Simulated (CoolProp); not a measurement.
A single-stage vapour-compression cycle with the fluid: evaporating at 300.15 K (dew point), condensing at 339.15 K (bubble point), superheat 10 K, subcooling 0 K, compressor efficiency 0.9, no pressure losses. The same conditions are run with several fluids, on thermodynamics alone (safety and materials aside).

Values from CoolProp's reference Helmholtz-energy equation of state of each fluid (n-butane: Bücker 2006; c-C4F8 (RC318): Platzer 1990; tetrahydrofuran: Fiedler 2023; R114: Platzer 1990; chloromethane (R40): Thol 2014; the fluoroketone C6F12O (FK-5-1-12): McLinden 2015). The equations of Platzer and Polt are older, rougher fits.

```csv
fluid,cooling COP,pressure ratio,discharge temperature (K),refrigerating effect (kJ/kg),volumetric capacity (kJ/m³)
n-butane,5.73,2.85,344.8,[?],1740
c-C4F8 (RC318),4.92,2.92,339.1,65.8,1870
tetrahydrofuran,6.26,4.30,362.2,[?],256
R114,5.58,2.94,341.0,94.3,[?]
chloromethane (R40),5.78,2.67,383.0,316,4190
the fluoroketone C6F12O (FK-5-1-12),[?],4.01,339.1,59.3,330
```

Question: What belongs in the gaps?

Answer: 
- n-butane, refrigerating effect (kJ/kg): 277
- tetrahydrofuran, refrigerating effect (kJ/kg): 385
- R114, volumetric capacity (kJ/m³): 1530
- the fluoroketone C6F12O (FK-5-1-12), cooling COP: 5.03

The compression ends wet for: c-C4F8 (RC318); the fluoroketone C6F12O (FK-5-1-12).
